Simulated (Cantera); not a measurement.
Feed: 1 mol C, a varied amount of CO2, equilibrated at 2525 K and 0.160 bar.

Method: chemical equilibrium by Gibbs-energy minimisation in Cantera with the NASA 1993 tables (ideal gas, pure condensed phases). Candidate condensed phases: C; 12 gas species. Kinetics and transport are ignored.

**Question.** Which condensed phases are stable at each of these points (n(CO2) (mol)): 0.31, 0.4, 0.52, 0.67, 0.86, 1.1, 1.4, 1.9, 2.4, 3.1, 4, 5.1?

**Answer.** 
```json
[
 {"n(CO2) (mol)": "0.31", "condensed phases": "C(graphite)", "C condensed (%)": "52.7"},
 {"n(CO2) (mol)": "0.4", "condensed phases": "C(graphite)", "C condensed (%)": "42.9"},
 {"n(CO2) (mol)": "0.52", "condensed phases": "C(graphite)", "C condensed (%)": "31.6"},
 {"n(CO2) (mol)": "0.67", "condensed phases": "C(graphite)", "C condensed (%)": "19.8"},
 {"n(CO2) (mol)": "0.86", "condensed phases": "C(graphite)", "C condensed (%)": "7.5"},
 {"n(CO2) (mol)": "1.1", "condensed phases": "gas only", "C condensed (%)": "0.0"},
 {"n(CO2) (mol)": "1.4", "condensed phases": "gas only", "C condensed (%)": "0.0"},
 {"n(CO2) (mol)": "1.9", "condensed phases": "gas only", "C condensed (%)": "0.0"},
 {"n(CO2) (mol)": "2.4", "condensed phases": "gas only", "C condensed (%)": "0.0"},
 {"n(CO2) (mol)": "3.1", "condensed phases": "gas only", "C condensed (%)": "0.0"},
 {"n(CO2) (mol)": "4", "condensed phases": "gas only", "C condensed (%)": "0.0"},
 {"n(CO2) (mol)": "5.1", "condensed phases": "gas only", "C condensed (%)": "0.0"}
]
```

From 0.31 mol CO2 to 0.86 mol CO2 the condensed part is C(graphite). From 1.1 mol CO2 to 5.1 mol CO2 nothing is condensed.
